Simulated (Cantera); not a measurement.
A perfectly stirred reactor is fed with CO : O2 : H2O : N2 = 0.018 : 0.015 : 0.00047 : 1 (molar parts), at 2330 Torr; it is held at 1350 K, and followed from long to short residence time.

Computed with Cantera and GRI-Mech 3.0 (53 species, 325 reactions).

Predict: x(CO) at τ = 0.500 s; x(O2) at τ = 0.500 s; x(H2O) at τ = 0.500 s; x(O) at τ = 0.500 s; x(NO) at τ = 0.500 s; x(CO) at τ = 9.90 ms; x(O2) at τ = 9.90 ms; x(H2O) at τ = 9.90 ms; x(O) at τ = 9.90 ms; x(NO) at τ = 9.90 ms.


| Quantity | Value |
|---|---|
| x(CO) at τ = 0.500 s | 0.000497 |
| x(O2) at τ = 0.500 s | 0.00609 |
| x(H2O) at τ = 0.500 s | 0.000452 |
| x(O) at τ = 0.500 s | 1.84e-5 |
| x(NO) at τ = 0.500 s | 1.04e-5 |
| x(CO) at τ = 9.90 ms | 0.00563 |
| x(O2) at τ = 9.90 ms | 0.00856 |
| x(H2O) at τ = 9.90 ms | 0.000425 |
| x(O) at τ = 9.90 ms | 0.000191 |
| x(NO) at τ = 9.90 ms | 2.56e-6 |
